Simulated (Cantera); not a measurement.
Charge: 1 mol B, 0.15 mol H₂O, 0.11 mol N₂, held at 2000 K and 5.70 mbar.

Equilibrium computed with Cantera from the NASA thermochemical tables; the gas is ideal and each condensed phase is pure. Mutual solubility and eutectic melting of coexisting phases are not modelled. The tables' values for BH₂ are old estimates; treat these amounts as uncertain. Rates play no part.

| species | before | after |
|---|---|---|
| H₂ | 0.524 | 0.491 |
| HBO | 0.181 | 0.163 |
| B₂O₂ | 0.171 | 0.147 |
| BO | 0.0783 | 0.117 |
| N₂ | 0.0206 | 0.0535 |
| H | 0.0156 | 0.0243 |
| B | 2.34e-5 | 6.06e-5 |
| B₂O₃ | 0.00642 | 0.00317 |
| HBO₂ | 0.000988 | 0.000509 |
| H₂O | 1.59e-5 | 8.55e-6 |
| B₂O | 0.00115 | 0.00172 |
| BH₂ | 0.000245 | 0.000230 |
| B(s), mol | 0.641 | 0.658 |
| BN(s), mol | 0.210 | 0.193 |
Gas species are given as mole fractions.

Problem. What was changed between the two runs?
A) N₂ from 0.11 to 0.54 mol
B) pressure from 5.70 mbar to 0.100 bar
C) temperature from 2000 K to 1125 K
D) pressure from 5.70 mbar to 2.20 mbar

Solution. D, pressure from 5.70 mbar to 2.20 mbar
